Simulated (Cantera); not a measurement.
## Reactions in the system H-O-Ta

Source: NASA polynomial tables (part measured, part estimated), evaluated in Cantera. Values are per mole of reaction as written; species without (g) are pure solids or liquids, kept so even where they would boil at 1 bar.

OH(g) + 2 TaO2(g) ⇌ H(g) + Ta2O5

```csv
T (K),ΔH° (kJ),ΔS° (J/K),ΔG° (kJ),log10 K
300,-1465.6,-486.1,-1319.8,229.79
675,-1448.1,-449.2,-1144.9,88.60
700,-1446.8,-447.2,-1133.7,84.60
725,-1445.4,-445.3,-1122.6,80.88
750,-1444.0,-443.4,-1111.5,77.41
775,-1442.6,-441.6,-1100.4,74.16
800,-1441.2,-439.8,-1089.4,71.13
825,-1439.8,-438.0,-1078.4,68.28
850,-1438.3,-436.3,-1067.5,65.60
```

H2(g) + 2 Ta2O5 ⇌ H2O2(g) + 4 TaO2(g)

```json
[
 {"T (K)": "300", "ΔH° (kJ)": "3152.2", "ΔS° (J/K)": "938.1", "ΔG° (kJ)": "2870.8", "log10 K": "-499.84"},
 {"T (K)": "675", "ΔH° (kJ)": "3118.2", "ΔS° (J/K)": "865.6", "ΔG° (kJ)": "2534.0", "log10 K": "-196.09"},
 {"T (K)": "700", "ΔH° (kJ)": "3115.8", "ΔS° (J/K)": "862.0", "ΔG° (kJ)": "2512.4", "log10 K": "-187.47"},
 {"T (K)": "725", "ΔH° (kJ)": "3113.3", "ΔS° (J/K)": "858.5", "ΔG° (kJ)": "2490.9", "log10 K": "-179.46"},
 {"T (K)": "750", "ΔH° (kJ)": "3110.7", "ΔS° (J/K)": "855.0", "ΔG° (kJ)": "2469.5", "log10 K": "-171.99"},
 {"T (K)": "775", "ΔH° (kJ)": "3108.2", "ΔS° (J/K)": "851.7", "ΔG° (kJ)": "2448.1", "log10 K": "-165.00"},
 {"T (K)": "800", "ΔH° (kJ)": "3105.6", "ΔS° (J/K)": "848.4", "ΔG° (kJ)": "2426.9", "log10 K": "-158.46"},
 {"T (K)": "825", "ΔH° (kJ)": "3103.0", "ΔS° (J/K)": "845.2", "ΔG° (kJ)": "2405.7", "log10 K": "-152.31"},
 {"T (K)": "850", "ΔH° (kJ)": "3100.4", "ΔS° (J/K)": "842.1", "ΔG° (kJ)": "2384.6", "log10 K": "-146.54"}
]
```
